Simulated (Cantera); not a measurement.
# Pyrogenic steam for wet oxidation

An isothermal, constant-pressure homogeneous reactor starts with H₂ : O₂ : N₂ : H₂O = 1.2 : 1 : 5.5 : 0.36 (molar parts), equivalence ratio 0.60, at 1350 K and 55000 Pa.

Computed with Cantera and the H2/O2 subset of GRI-Mech 3.0, which has no nitrogen chemistry. The temperature is held fixed by assumption; the heat of reaction is taken as removed at once.

```csv
t (s),x H₂,x O₂,x H₂O,x H₂O₂,x O,x OH,x HO₂
4.00e-5,0.147,0.123,0.0463,2.98e-7,0.000257,0.000195,2.87e-5
0.000140,0.0110,0.0574,0.184,3.58e-6,0.00606,0.00469,2.82e-5
0.000493,0.00115,0.0536,0.207,1.50e-6,0.000490,0.00131,1.56e-5
0.00173,8.06e-5,0.0535,0.209,3.04e-7,3.41e-5,0.000350,2.43e-6
0.00608,8.75e-6,0.0536,0.209,6.37e-8,4.34e-6,0.000126,3.39e-7
0.0213,1.61e-6,0.0536,0.209,1.60e-8,8.82e-7,5.68e-5,7.34e-8
0.0750,4.52e-7,0.0536,0.209,5.08e-9,2.52e-7,3.03e-5,3.11e-8
0.263,2.58e-7,0.0536,0.209,2.94e-9,1.37e-7,2.23e-5,2.65e-8
0.924,2.50e-7,0.0536,0.209,2.85e-9,1.33e-7,2.20e-5,2.64e-8
3.24,2.50e-7,0.0536,0.209,2.85e-9,1.33e-7,2.20e-5,2.64e-8
11.4,2.50e-7,0.0536,0.209,2.85e-9,1.33e-7,2.20e-5,2.64e-8
40.0,2.50e-7,0.0536,0.209,2.85e-9,1.33e-7,2.20e-5,2.64e-8
```
x: mole fraction; the columns are a selection and need not sum to one.

Equilibrium at this temperature and pressure: H₂ 2.50e-7, O₂ 0.0536, H₂O 0.209, H₂O₂ 2.85e-9, O 1.33e-7, OH 2.20e-5, HO₂ 2.64e-8 (gas phase only).
